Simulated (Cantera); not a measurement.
Input (Python, Cantera):

```python
import numpy as np
import cantera as ct

gas = ct.Solution("gri30.yaml")
gas.TPX = 425, 100000, {'CH3OH': 1, 'O2': 2.24, 'N2': 8.42}
inlet = ct.Reservoir(gas, clone=True)
gas.equilibrate("HP")  # start burning
reactor = ct.IdealGasConstPressureReactor(gas, energy="on", clone=False)
exhaust = ct.Reservoir(gas, clone=True)
tau = [0.22, 0.081, 0.03, 0.011, 0.0042, 0.0016, 0.00058, 0.00022, 8.1e-05, 3e-05][0]
for a, b in ((inlet, reactor), (reactor, exhaust)):
    ct.MassFlowController(a, b, mdot=lambda t: reactor.mass / tau)
net = ct.ReactorNet([reactor])
show = ['CH3OH', 'O2', 'N2O', 'CH2O', 'C2H2']

rows = []
print(f"{'tau/s':>10s}{'T/K':>9s}" + "".join(f"{s:>11s}" for s in show))
for tau in [0.22, 0.081, 0.03, 0.011, 0.0042, 0.0016, 0.00058, 0.00022, 8.1e-05, 3e-05]:
    net.initial_time = 0.0
    net.advance(30 * tau)
    before = gas.X
    net.advance(40 * tau)
    drift = np.max(np.abs(gas.X - before) / (gas.X + 1e-9))
    rows.append([gas.T, *gas[show].X, drift])
    print(f"{tau:10.3e}{gas.T:9.1f}" + "".join(f"{x:11.3e}" for x in gas[show].X))
```

Result:

```
     tau/s      T/K      CH3OH         O2        N2O       CH2O       C2H2
 2.200e-01   1922.3  1.304e-06  6.059e-02  2.491e-07  1.080e-06  2.649e-13
 8.100e-02   1917.0  2.763e-06  6.066e-02  3.302e-07  2.322e-06  5.372e-13
 3.000e-02   1907.1  5.462e-06  6.083e-02  4.133e-07  4.684e-06  9.446e-13
 1.100e-02   1890.0  1.053e-05  6.121e-02  4.440e-07  9.233e-06  2.194e-12
 4.200e-03   1863.8  1.974e-05  6.194e-02  4.124e-07  1.758e-05  7.832e-12
 1.600e-03   1824.6  3.835e-05  6.327e-02  3.541e-07  3.416e-05  3.979e-11
 5.800e-04   1766.5  8.542e-05  6.587e-02  2.934e-07  7.414e-05  2.675e-10
 2.200e-04   1682.6  2.445e-04  7.162e-02  2.360e-07  1.997e-04  2.038e-09
 8.100e-05    425.0  8.576e-02  1.921e-01 -1.506e-21 -3.467e-17 -2.033e-22
 3.000e-05    425.0  8.576e-02  1.921e-01 -1.205e-24 -2.774e-20 -1.627e-25
```

Computed with Cantera and GRI-Mech 3.0 (53 species, 325 reactions). GRI-Mech 3.0 was tuned for natural gas; its chemistry of methanol as a main component is partial and can be far from experiment.
